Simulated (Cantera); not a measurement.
A closed system holds: 1 mol SiCl4, 0.005 mol Cl2, 9 mol H2, at 1125 K.

Equilibrium computed with Cantera from the NASA thermochemical tables; the gas is ideal and each condensed phase is pure. Candidate condensed phases: Si; 19 gas species. The tables' values for SiCl3 are old estimates; treat these amounts as uncertain. Rates play no part.

x: gas mole fraction; n: condensed amount in mol.

```json
[
 {"P (Pa)": "100", "x H2": "0.793", "x HCl": "0.119", "x SiCl4": "0.0353", "x SiCl2": "0.0381", "x SiHCl3": "0.00407", "x SiCl3": "0.0105", "x SiH2Cl2": "5.75e-5", "n Si(s)": "…"},
 {"P (Pa)": "300", "x H2": "0.813", "x HCl": "0.0986", "x SiCl4": "0.0467", "x SiCl2": "0.0253", "x SiHCl3": "0.00669", "x SiCl3": "0.00980", "x SiH2Cl2": "0.000118", "n Si(s)": "0.0786"},
 {"P (Pa)": "880", "x H2": "0.830", "x HCl": "0.0795", "x SiCl4": "0.0555", "x SiCl2": "0.0161", "x SiHCl3": "0.0101", "x SiCl3": "0.00853", "x SiH2Cl2": "0.000224", "n Si(s)": "…"},
 {"P (Pa)": "2600", "x H2": "0.844", "x HCl": "0.0627", "x SiCl4": "0.0615", "x SiCl2": "0.00987", "x SiHCl3": "0.0144", "x SiCl3": "0.00702", "x SiH2Cl2": "0.000412", "n Si(s)": "…"},
 {"P (Pa)": "7700", "x H2": "0.855", "x HCl": "0.0487", "x SiCl4": "0.0647", "x SiCl2": "0.00588", "x SiHCl3": "0.0197", "x SiCl3": "0.00556", "x SiH2Cl2": "0.000737", "n Si(s)": "…"},
 {"P (Pa)": "23000", "x H2": "0.862", "x HCl": "0.0390", "x SiCl4": "0.0658", "x SiCl2": "0.00315", "x SiHCl3": "0.0252", "x SiCl3": "0.00410", "x SiH2Cl2": "0.00119", "n Si(s)": "0"},
 {"P (Pa)": "68000", "x H2": "0.864", "x HCl": "0.0365", "x SiCl4": "0.0669", "x SiCl2": "0.00124", "x SiHCl3": "0.0275", "x SiCl3": "0.00260", "x SiH2Cl2": "0.00139", "n Si(s)": "0"},
 {"P (Pa)": "200000", "x H2": "0.865", "x HCl": "0.0353", "x SiCl4": "0.0675", "x SiCl2": "0.000456", "x SiHCl3": "0.0287", "x SiCl3": "0.00158", "x SiH2Cl2": "0.00150", "n Si(s)": "0"}
]
```

Complete the blanks.


- 100, n Si(s): 0.0726
- 880, n Si(s): 0.0700
- 2600, n Si(s): 0.0503
- 7700, n Si(s): 0.0233
